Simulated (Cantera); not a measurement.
Input: 1 mol Cu, 0.005 mol O2, 22 mol H2, equilibrated at 1.33 mbar.

Method: chemical equilibrium by Gibbs-energy minimisation in Cantera with the NASA 1993 tables (ideal gas, pure condensed phases). Candidate condensed phases: Cu, CuO, Cu(OH)2, Cu2O, H2O; 12 gas species. The numbers say what is thermodynamically allowed, not how fast it happens.

log p: log10 of the partial pressure in bar; n: condensed amount in mol.

```csv
T (°C),log p H2,log p Cu,log p H2O,log p H,log p Cu2,n Cu(s),n Cu(l)
802,-2.88,-9.59,-6.22,-9.27,-14.84,1.000,0
852,-2.88,-8.87,-6.22,-8.79,-13.82,1.000,0
902,-2.88,-8.22,-6.22,-8.35,-12.89,1.000,0
952,-2.88,-7.62,-6.22,-7.94,-12.04,1.000,0
1002,-2.88,…,-6.22,…,…,0.999,0
1052,-2.88,-6.55,-6.22,-7.22,-10.53,0.995,0
1102,-2.88,-6.08,-6.22,-6.90,-9.88,0,0.986
1152,-2.88,…,-6.22,…,…,0,0.964
1202,-2.88,-5.27,-6.22,-6.33,-8.75,0,0.911
```

Q: What belongs in the gaps?

A: 
- 1152, log p Cu: -5.66
- 1152, log p H: -6.60
- 1152, log p Cu2: -9.29
- 1002, log p Cu: -7.06
- 1002, log p H: -7.57
- 1002, log p Cu2: -11.26
